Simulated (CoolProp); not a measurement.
A closed Brayton cycle with carbon dioxide: compressor inlet 325.15 K and 8.1 MPa, high pressure 26.6 MPa, turbine inlet 785 K, compressor efficiency 0.8, turbine efficiency 0.85, recuperator effectiveness 0.9 (on enthalpy, no pinch check). Each further row changes one setting.

The numbers come from the reference Helmholtz-energy equation of state, Span 1996 in CoolProp.

| case | thermal efficiency (%) | net work (kJ/kg) | compressor to turbine work | compressor exit (K) | turbine exit (K) |
|---|---|---|---|---|---|
| as stated | 27.9 | 67.7 | 0.50 | 429.1 | 655.1 |
| turbine inlet 735 K | 25.3 | 57.3 | [?] | 429.1 | 609.6 |
| compressor inlet 335.15 K | 25.8 | 59.8 | 0.56 | 446.5 | 655.1 |
| high pressure 22.6 MPa | 27.9 | [?] | 0.48 | 414.2 | [?] |
| recuperator effectiveness 0.5 | [?] | 67.7 | 0.50 | 429.1 | 655.1 |

**Question.** Some entries are withheld; supply them.

**Answer.** 
- turbine inlet 735 K, compressor to turbine work: 0.55
- high pressure 22.6 MPa, net work (kJ/kg): 62.3
- high pressure 22.6 MPa, turbine exit (K): 672.4
- recuperator effectiveness 0.5, thermal efficiency (%): 19.6
